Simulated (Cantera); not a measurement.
Cantera run:

```python
import numpy as np
import cantera as ct

gas_names = """
    CL CL2 H HCL H2 N NH NH2 NH3 N2 N2H2 N2H4 Si SiCL SiCL2 SiCL3 SiCL4 SiH SiHCL3 SiH2 SiH2CL2 SiH3
    SiH3CL SiH4 SiN Si2 Si2N Si3
""".split()
cond_names = """
    NH4CL(a) NH4CL(b) Si(cr) Si(L) Si3N4(a)
""".split()


# ... load() reads the species with a 1 bar reference pressure and builds the phases ...
atoms = {
    'SiHCl3': {'Si': 1, 'H': 1, 'CL': 3},
    'N2': {'N': 2},
    'H2': {'H': 2},
}
top_T = {'Si3N4(a)': 2400}  # K; cautious upper limits of use, not melting points


# ... equilibrate(T, P, feed) seeds the gas with the atoms and calls Mixture.equilibrate('TP', solver="vcs", rtol=1e-11, max_steps=5000) ...
results = []
feed = {'SiHCl3': 1, 'N2': 81, 'H2': 52}  # mol
T = 1873  # K
for P in [5, 36, 260, 1900, 14000, 100000]:
    mix = equilibrate(T, P, feed)
    results.append((T, P, feed, dict(zip(mix.species_names, mix.species_moles))))

top = {s: max(r[3][s] / sum(r[3][g] for g in gas_names) for r in results) for s in gas_names}
cols = sorted((s for s in top if top[s] > 0.001), key=lambda s: -top[s])[:9]
seen = [c for c in cond_names if any(r[3].get(c, 0) > 1e-12 for r in results)]
print("log10 of partial pressures in bar; condensed amounts in mol")
print(f"{'P/Pa':>10s}" + "".join(f"{s[:9]:>10s}" for s in cols + seen))
for T, P, feed, n in results:
    ng = sum(n[g] for g in gas_names)
    print(f"{P:10.4g}" + "".join(f"{np.log10(max(n[s] / ng * P / 1e5, 1e-99)):10.3f}" for s in cols)
          + "".join(f"{n.get(c, 0):10.4g}" for c in seen))
```

Output:

```
log10 of partial pressures in bar; condensed amounts in mol
      P/Pa        N2        H2         H       HCL        Si     SiCL2        CL     Si(L)  Si3N4(a)
         5    -4.538    -4.770    -5.575    -6.025    -6.462    -8.239    -6.950         0         0
        36    -3.673    -3.885    -5.132    -5.157    -5.652    -6.580    -6.526         0         0
       260    -2.810    -3.013    -4.697    -4.352    -5.055    -5.243    -6.156    0.1509         0
      1900    -1.944    -2.144    -4.262    -3.480    -5.055    -4.368    -5.718    0.5991         0
   1.4e+04    -1.077    -1.274    -3.827    -2.563    -5.376    -3.726    -5.237         0    0.2695
     1e+05    -0.223    -0.421    -3.400    -1.669    -5.945    -3.361    -4.770         0    0.3132
```

Cantera equilibrium calculation (NASA polynomials, part measured and part estimated; ideal gas, pure solids and liquids). The tables' values for SiCl, SiN are old estimates; treat these amounts as uncertain. Gases not in the tables: Si2H6 and higher silanes.
